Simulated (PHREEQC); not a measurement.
Make-up at 40 °C: 0.0019 mol NaHF2 per kg of water. Closed to the air; pH follows from the charge balance.

All values are PHREEQC results (ion-association model, phreeqc.dat), not measurements.

No solid was allowed to form.

Q: Predict the pH.

A: pH 3.45.

Q: In which forms is F present?

A: F- 59 %, HF 40 %, HF2- 0.8 % of the F.

Away from 25 °C the constants follow the database's enthalpies or fits; those with neither stay at their 25 °C values.
